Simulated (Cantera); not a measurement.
Input: 1 mol SiCl4, 1.1 mol Cl2, 0.53 mol H2, equilibrated at 7.90 bar.

Equilibrium computed with Cantera from the NASA thermochemical tables; the gas is ideal and each condensed phase is pure. Candidate condensed phases: Si; 19 gas species. Rates play no part. All values below are at 973 K.

Base state: HCl 0.403, SiCl4 0.380, Cl2 0.217, Cl 4.25e-5 (mole fractions); condensed: gas only.

What changes in the equilibrium state with this change: 0.37 mol CH4 added?


| species | before | after |
|---|---|---|
| HCl | 0.403 | 0.654 |
| SiCl4 | 0.380 | 0.297 |
| H2 | <1e-9 | 0.0461 |
| Cl2 | 0.217 | <1e-9 |
| CH4 | 0 | 0.00216 |
| SiHCl3 | <1e-9 | 0.000118 |
| Cl | 4.25e-5 | 1.10e-9 |
| C(graphite), mol | 0 | 0.363 |
Further candidate phases: C, C6H6, C7H8, C8H18, SiC.
